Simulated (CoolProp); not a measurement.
Vapour-liquid equilibrium of cyclopentane (1) + octamethylcyclotetrasiloxane (D4) (2) at 0.0639 MPa; x and y are mole fractions of (1).

Model: multi-fluid Helmholtz-energy mixture model, Gedanitz 2015 and Thol 2015; pair parameters Bell 2016, in CoolProp.

```
x     bubble temperature, mixture model (°C)  bubble temperature, Raoult's law (°C)  y, mixture model  y, Raoult's law
----  --------------------------------------  -------------------------------------  ----------------  ---------------
0.05                                   140.3                                  129.1             0.433            0.615
0.15                                   110.5                                   96.5             0.816            0.900
0.25                                    90.1                                   79.0             0.930            0.960
0.35                                    75.9                                   67.7             0.969            0.980
0.45                                    65.5                                   59.6             0.985            0.989
0.55                                    57.4                                   53.3             0.992            0.994
0.65                                    51.0                                   48.2             0.996            0.996
0.75                                    45.6                                   44.0             0.998            0.998
0.85                                    41.1                                   40.4             0.999            0.999
0.95                                    37.4                                   37.3             1.000            1.000
```

The largest gap from Raoult's law is +14.0 K in bubble temperature, at x = 0.15. No azeotrope shows between x = 0.05 and 0.95.

Pair parameters are fitted to limited data, so mixtures are less certain than the pure fluids.
